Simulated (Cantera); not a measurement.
A closed system holds: 1 mol CuO, 820 mol H2, equilibrated at 6.50 mbar.

Equilibrium computed with Cantera from the NASA thermochemical tables; the gas is ideal and each condensed phase is pure. Candidate condensed phases: Cu, CuO, Cu(OH)2, Cu2O, H2O; 12 gas species. Equilibrium is a limit: real reactors are often held back by kinetics, nucleation or transport. All values below are at 1900 K.

Base state: H2 0.988, H 0.00978, Cu 0.00121, H2O 0.00121 (mole fractions); condensed: gas only.

What changes in the equilibrium state with this change: H2 from 820 to 0.56 mol?


```
species      before     after
----------  -------  --------
H2O         0.00121     0.528
Cu          0.00121     0.249
O2            <1e-9     0.207
H2            0.988   0.00187
CuO           <1e-9   0.00108
O           7.33e-9   0.00169
Cu2         1.70e-8  0.000716
OH          9.85e-7   0.00987
Cu(l), mol        0     0.737
```

What changes in the equilibrium state with this change: pressure from 6.50 mbar to 1 atm?


```csv
species,before,after
H2,0.988,0.997
H2O,0.00121,0.00122
Cu,0.00121,0.00121
H,0.00978,0.000787
```
